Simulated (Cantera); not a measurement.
Charge: 1 mol MgF₂, 0.24 mol H₂, at 877 °C and 2.00 mbar.

These are equilibrium values from Cantera (NASA tables, ideal gas, pure condensed phases), not measurements of a reactor. Candidate condensed phases: Mg, MgF₂; 17 gas species. Rates play no part.

Base state: H₂ 1.000, HF 0.000111, Mg 5.54e-5 (mole fractions); condensed: MgF₂(s).

### Question
What changes in the equilibrium state with this change: temperature from 877 °C to 1900 °C?

### Answer
```
species         before     after
------------  --------  --------
MgF₂           2.89e-6     0.489
HF            0.000111     0.297
Mg             5.54e-5     0.105
H₂               1.000   0.00978
MgF            4.01e-7    0.0881
H              1.67e-6    0.0107
F                <1e-9  0.000255
MgF₂(s), mol     1.000         0
```
